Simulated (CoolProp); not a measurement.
Properties of R143a along the isobar 0.482 MPa.

Values from CoolProp's reference Helmholtz-energy equation of state, Lemmon and Jacobsen 2000.

| T (K) | phase | expansivity (1/kK) | conductivity (mW/(m K)) |
|---|---|---|---|
| 217.2 | liquid | 2.234 | 106 |
| 244.3 | liquid | 2.629 | 93.3 |
| 271.4 | gas | 5.855 | 12.9 |
| 298.6 | gas | 4.531 | 15.2 |
| 325.7 | gas | 3.803 | 17.7 |
| 352.8 | gas | 3.325 | 20.5 |
| 380 | gas | 2.977 | 23.4 |
| 407.1 | gas | 2.709 | 26.5 |
| 434.2 | gas | 2.494 | 29.8 |

Thermal conductivity comes from a separate model (McLinden 2000), an estimate that may be off by 10 % or more.
